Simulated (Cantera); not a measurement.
## Silicon oxide and oxynitride deposition: Si2H6 + H2O + N2

Input: 1 mol Si2H6, a varied amount of H2O, 6.1 mol N2, held at 327 °C and 11.0 Pa.

These are equilibrium values from Cantera (NASA tables, ideal gas, pure condensed phases), not measurements of a reactor. Candidate condensed phases: H2O, Si, SiO2, Si2N2O, Si3N4; 35 gas species. The feed counts by its element totals alone. N2 is the only nitrogen source here; it is nearly inert below about 1500 K, so the nitride shown seldom forms there in practice. Rates play no part.

```json
[
 {"n(H2O) (mol)": "1.2", "log p N2": "-4.22", "log p H2": "-4.31", "log p H2O": "-11.09", "log p NH3": "-9.95", "n SiO2(α-quartz)": "0.133", "n Si2N2O(s)": "0.933"},
 {"n(H2O) (mol)": "2", "log p N2": "-4.24", "log p H2": "-4.28", "log p H2O": "-11.07", "log p NH3": "-9.92", "n SiO2(α-quartz)": "0.667", "n Si2N2O(s)": "0.667"},
 {"n(H2O) (mol)": "2.8", "log p N2": "-4.26", "log p H2": "-4.26", "log p H2O": "-11.05", "log p NH3": "-9.90", "n SiO2(α-quartz)": "1.20", "n Si2N2O(s)": "0.400"},
 {"n(H2O) (mol)": "3.6", "log p N2": "-4.28", "log p H2": "-4.24", "log p H2O": "-11.04", "log p NH3": "-9.88", "n SiO2(α-quartz)": "1.73", "n Si2N2O(s)": "0.133"},
 {"n(H2O) (mol)": "4.5", "log p N2": "-4.31", "log p H2": "-4.25", "log p H2O": "-5.39", "log p NH3": "-9.90", "n SiO2(α-quartz)": "2.00", "n Si2N2O(s)": "0"},
 {"n(H2O) (mol)": "5.3", "log p N2": "-4.33", "log p H2": "-4.27", "log p H2O": "-5.00", "log p NH3": "-9.95", "n SiO2(α-quartz)": "2.00", "n Si2N2O(s)": "0"},
 {"n(H2O) (mol)": "6.1", "log p N2": "-4.36", "log p H2": "-4.30", "log p H2O": "-4.82", "log p NH3": "-10.00", "n SiO2(α-quartz)": "2.00", "n Si2N2O(s)": "0"},
 {"n(H2O) (mol)": "6.9", "log p N2": "-4.38", "log p H2": "-4.32", "log p H2O": "-4.70", "log p NH3": "-10.05", "n SiO2(α-quartz)": "2.00", "n Si2N2O(s)": "0"},
 {"n(H2O) (mol)": "7.7", "log p N2": "-4.40", "log p H2": "-4.34", "log p H2O": "-4.62", "log p NH3": "-10.09", "n SiO2(α-quartz)": "2.00", "n Si2N2O(s)": "0"},
 {"n(H2O) (mol)": "8.5", "log p N2": "-4.42", "log p H2": "-4.36", "log p H2O": "-4.55", "log p NH3": "-10.13", "n SiO2(α-quartz)": "2.00", "n Si2N2O(s)": "0"}
]
```
log p: log10 of the partial pressure in bar; n: condensed amount in mol.

From 1.2 mol H2O to 3.6 mol H2O the condensed part is SiO2(α-quartz) + Si2N2O(s). From 4.5 mol H2O to 8.5 mol H2O the condensed part is SiO2(α-quartz).
